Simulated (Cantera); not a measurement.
Charge: 1 mol c-C4F8, 0.087 mol HCl, 18 mol H2, at 17.0 Pa.

Equilibrium computed with Cantera from the NASA thermochemical tables; the gas is ideal and each condensed phase is pure. Candidate condensed phases: C, C6H6, C7H8, C8H18; 118 gas species. The feed counts by its element totals alone. Kinetics and transport are ignored.

x: gas mole fraction; n: condensed amount in mol.

| T (K) | x H | x H2 | x HF | x C3 | n C(graphite) |
|---|---|---|---|---|---|
| 1473 | 0.000772 | 0.633 | 0.362 | <1e-12 | 4.00 |
| 1623 | 0.00421 | 0.630 | 0.361 | ___ | 4.00 |
| 1773 | 0.0172 | 0.620 | 0.359 | ___ | 4.00 |
| 1923 | 0.0554 | 0.588 | 0.352 | ___ | 3.99 |
| 2073 | 0.145 | 0.515 | 0.336 | ___ | 3.97 |
| 2223 | 0.305 | 0.384 | 0.307 | ___ | 3.94 |
| 2373 | 0.504 | 0.221 | 0.269 | ___ | 3.87 |
| 2523 | 0.655 | 0.0944 | 0.236 | ___ | 3.39 |

### Question
Some entries are withheld; supply them.

### Answer

- 1623, x C3: 1.65e-12
- 1773, x C3: 2.91e-10
- 1923, x C3: 2.26e-8
- 2073, x C3: 9.23e-7
- 2223, x C3: 2.25e-5
- 2373, x C3: 0.000363
- 2523, x C3: 0.00417
